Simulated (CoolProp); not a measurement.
Vapour-liquid equilibrium of n-butane (1) + R245fa (2) at 43.65 °C; x and y are mole fractions of (1).

Computed with CoolProp (multi-fluid Helmholtz-energy mixture model, Bücker 2006 and Akasaka 2015; pair parameters Bell 2016).

| x | bubble pressure, mixture model (MPa) | bubble pressure, Raoult's law (MPa) | y, mixture model | y, Raoult's law |
|---|---|---|---|---|
| 0.05 | 0.3455 | 0.2890 | ? | 0.072 |
| 0.2 | 0.4609 | 0.3095 | ? | 0.271 |
| 0.35 | ? | 0.3299 | 0.548 | 0.444 |
| 0.5 | 0.5261 | 0.3504 | ? | 0.597 |
| 0.65 | 0.5304 | 0.3708 | ? | 0.734 |
| 0.8 | ? | 0.3913 | 0.707 | 0.856 |
| 0.95 | ? | 0.4117 | ? | 0.966 |

**Question.** Some entries are withheld; supply them.

**Answer.** 
- 0.05, y, mixture model: 0.206
- 0.2, y, mixture model: 0.458
- 0.35, bubble pressure, mixture model (MPa): 0.5084
- 0.5, y, mixture model: 0.596
- 0.65, y, mixture model: 0.639
- 0.8, bubble pressure, mixture model (MPa): 0.5190
- 0.95, bubble pressure, mixture model (MPa): 0.4612
- 0.95, y, mixture model: 0.876

The largest gap from Raoult's law is +54.1 % in bubble pressure, at x = 0.35. y crosses x between x = 0.5 and 0.65: the model has an azeotrope there.

Pair parameters are fitted to limited data, so mixtures are less certain than the pure fluids. With so large a gap from Raoult's law the liquid may split in two, which this calculation doesn't test in full.
